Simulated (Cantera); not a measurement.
Input: 1 mol C2H4, 0.68 mol H2, equilibrated at 2025 °C and 3.80 bar.

These are equilibrium values from Cantera (NASA tables, ideal gas, pure condensed phases), not measurements of a reactor. Candidate condensed phases: C, C6H6, C7H8, C8H18; 76 gas species. Kinetics and transport are ignored.

Base state: H2 0.990, H 0.00489, C2H2 (acetylene) 0.00424, CH4 0.000800, CH3 7.43e-5, C2H4 2.53e-5 (mole fractions); condensed: C(graphite).

What changes in the equilibrium state with this change: 0.12 mol H2O added?


```
species             before     after
----------------  --------  --------
H2                   0.990     0.949
CO                       0    0.0410
H                  0.00489   0.00479
C2H2 (acetylene)   0.00424   0.00406
CH4               0.000800  0.000736
C2H4               2.53e-5   2.32e-5
C(graphite), mol      1.97      1.85
```
Further candidate phases: H2O.
